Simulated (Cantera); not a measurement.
A closed system holds: 1 mol CH₃F, 0.43 mol F₂, equilibrated at 60.0 Pa.

Equilibrium computed with Cantera from the NASA thermochemical tables; the gas is ideal and each condensed phase is pure. Candidate condensed phases: C, C₆H₆, C₇H₈, C₈H₁₈; 95 gas species. Equilibrium is a limit: real reactors are often held back by kinetics, nucleation or transport. All values below are at 3248 K.

Base state: H 0.497, F 0.271, C 0.107, HF 0.0845, C₃ 0.0178, C₂ 0.0131, CF 0.00724, H₂ 0.00145 (mole fractions); condensed: gas only.

Q: What changes in the equilibrium state with this change: pressure from 60.0 Pa to 82.0 Pa?

A: 
```tsv
species	before	after
H	0.497	0.491
F	0.271	0.258
HF	0.0845	0.108
C	0.107	0.0950
C₃	0.0178	0.0229
C₂	0.0131	0.0140
C₅	1.35e-5	2.55e-5
C₄	1.67e-5	2.60e-5
CF₂	1.24e-5	1.85e-5
C₂H	0.000297	0.000428
```
